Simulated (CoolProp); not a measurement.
Ammonia along the isobar 46.9 MPa: Z from the reference equation and from simpler models built on Tc = 405.6 K, pc = 11.36 MPa, ω = 0.256; each cubic takes its own stable root.

The numbers come from the reference Helmholtz-energy equation of state, Gao 2020 in CoolProp.

```tsv
T (K)	phase	reference	van der Waals	Redlich-Kwong
338.4	liquid	0.4821	0.8372	0.6174
347.8	liquid	0.4788	0.8248	0.6129
357.3	liquid	0.4764	0.8133	0.6094
366.8	liquid	0.4748	0.8029	0.6068
376.2	liquid	0.4741	0.7935	0.6053
385.7	liquid	0.4742	0.7849	0.6047
395.1	liquid	0.4753	0.7773	0.6050
404.6	liquid	0.4774	0.7705	0.6063
414.1	supercritical	0.4807	0.7645	0.6086
423.5	supercritical	0.4850	0.7594	0.6119
433	supercritical	0.4907	0.7550	0.6161
442.5	supercritical	0.4978	0.7513	0.6213
451.9	supercritical	0.5063	0.7484	0.6274
461.4	supercritical	0.5165	0.7462	0.6346
470.8	supercritical	0.5282	0.7448	0.6425
```
